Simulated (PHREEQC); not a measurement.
Consider water at 25 °C with 0.012 mol/kgw HF, 0.0058 mol/kgw KF and 0.00036 mol/kgw (NH4)2SiF6. Closed to the air; pH follows from the charge balance.

Computed with PHREEQC (ion-association model, wateq4f.dat).

```json
[
 {"quantity": "pH", "before": "2.96", "after": "3.31"},
 {"quantity": "ionic strength (mol/kgw)", "before": "0.00807", "after": "0.00117"},
 {"quantity": "F- (mol/kgw)", "before": "0.00673", "after": "0.00114"},
 {"quantity": "HF2- (mol/kgw)", "before": "0.000259", "after": "3.55e-6"}
]
```

Problem. Name the change that produced these shifts.
A. 0.014 mol/kgw NaOH added
B. HF left out
C. (NH4)2SiF6 left out
D. 0.0035 mol/kgw LiOH added
E. diluted 10-fold with water

Solution. E, diluted 10-fold with water

No solid was allowed to form. SiF6-2 is the database's only silicon fluoride.
